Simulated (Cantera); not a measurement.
Charge: 1 mol Pb, 0.27 mol CO, 0.79 mol N2, held at 1075 K and 3.10 bar.

Cantera equilibrium calculation (NASA polynomials, part measured and part estimated; ideal gas, pure solids and liquids). Candidate condensed phases: C, Pb, PbO, PbO2, Pb3O4; 27 gas species. The numbers say what is thermodynamically allowed, not how fast it happens.

Base state: N2 0.760, CO 0.219, CO2 0.0203, Pb 2.45e-5 (mole fractions); condensed: C(graphite) + Pb(l).

Problem. What changes in the equilibrium state with this change: temperature from 1075 K to 923 K?

Solution. 
```tsv
species	before	after
N2	0.760	0.813
CO	0.219	0.0963
CO2	0.0203	0.0908
Pb	2.45e-5	8.18e-7
C(graphite), mol	0.0211	0.0882
Pb(l), mol	1.000	1.000
```

Problem. What changes in the equilibrium state with this change: temperature from 1075 K to 1500 K?

Solution. 
| species | before | after |
|---|---|---|
| N2 | 0.760 | 0.739 |
| CO | 0.219 | 0.252 |
| Pb | 2.45e-5 | 0.00792 |
| CO2 | 0.0203 | 0.000131 |
| C(graphite), mol | 0.0211 | 0.000140 |
| Pb(l), mol | 1.000 | 0.992 |

Problem. What changes in the equilibrium state with this change: temperature from 1075 K to 1673 K?

Solution. 
```
species            before    after
----------------  -------  -------
N2                  0.760    0.719
CO                  0.219    0.246
Pb                2.45e-5   0.0352
CO2                0.0203  3.18e-5
Pb2                 <1e-9  3.93e-5
C(graphite), mol   0.0211  3.49e-5
Pb(l), mol          1.000    0.961
```
